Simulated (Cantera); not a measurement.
Input (Python, Cantera) and output of one run.

```python
import numpy as np
import cantera as ct

gas_names = [...]  # 109 gases of nasa_gas.yaml made of C, Cl, H, Si
cond_names = """
    C(gr) C6H6(L) C7H8(L) C8H18(L),n-octa Si(cr) Si(L) SiC(b)
""".split()


# ... load() reads the species with a 1 bar reference pressure and builds the phases ...
atoms = {
    'SiCl4': {'Si': 1, 'CL': 4},
    'CH4': {'C': 1, 'H': 4},
    'H2': {'H': 2},
}
top_T = {'C(gr)': 4500, 'SiC(b)': 3050}  # K; cautious upper limits of use, not melting points


# ... equilibrate(T, P, feed) seeds the gas with the atoms and calls Mixture.equilibrate('TP', solver="vcs", rtol=1e-11, max_steps=5000) ...
results = []
feed = {'SiCl4': 1, 'CH4': 0.059, 'H2': 44}  # mol
T = 1925  # K
P = 490  # Pa
mix = equilibrate(T, P, feed)
results.append((T, P, feed, dict(zip(mix.species_names, mix.species_moles))))
x = sorted(zip(gas.X, gas.species_names), reverse=True)
print(f"T = {T:g} K  P = {P:g} Pa  gas = {mix.phase_moles(0):.4g} mol")
print("   x: " + "  ".join(f"{s} {v:.3e}" for v, s in x if v > 0.001))
print("   condensed (mol): " + ("  ".join(f"{mix.phase(i).name} {mix.phase_moles(i):.4g}"
      for i in range(1, mix.n_phases) if mix.phase_moles(i) > 1e-12) or "none"))
```

Result:

```
T = 1925 K  P = 490 Pa  gas = 46.63 mol
   x: H2 9.084e-01  HCL 6.211e-02  H 1.302e-02  SiCL2 1.113e-02  Si 3.551e-03
   condensed (mol): Si(L) 0.2041  SiC(b) 0.05565
```

Equilibrium computed with Cantera from the NASA thermochemical tables; the gas is ideal and each condensed phase is pure. Mutual solubility and eutectic melting of coexisting phases are not modelled. The tables' values for SiCl, SiCl3 are old estimates; treat these amounts as uncertain. Gases not in the tables: Si2H6 and higher silanes.
